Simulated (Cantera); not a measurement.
Charge: 1 mol CS₂, 0.38 mol H₂O, 1.5 mol O₂, held at 338 Torr.

Method: chemical equilibrium by Gibbs-energy minimisation in Cantera with the NASA 1993 tables (ideal gas, pure condensed phases). Candidate condensed phases: C, C₆H₆, C₇H₈, C₈H₁₈, H₂O, H₂SO₄, S; 123 gas species. Gases not in the tables: S₃ to S₇. Kinetics and transport are ignored. All values below are at 1025 °C.

Base state: CO₂ 0.354, S₂ 0.257, SO₂ 0.210, H₂O 0.122, CO 0.0230, H₂S 0.0174, S₂O 0.00711, H₂ 0.00454 (mole fractions); condensed: gas only.

**Question.** What changes in the equilibrium state with this change: H₂O from 0.38 to 0.17 mol?

**Answer.** 
| species | before | after |
|---|---|---|
| CO₂ | 0.354 | 0.384 |
| S₂ | 0.257 | 0.287 |
| SO₂ | 0.210 | 0.222 |
| H₂O | 0.122 | 0.0590 |
| H₂S | 0.0174 | 0.00885 |
| CO | 0.0230 | 0.0250 |
| H₂ | 0.00454 | 0.00219 |
| SH | 0.000219 | 0.000161 |
| COS | 0.00284 | 0.00326 |
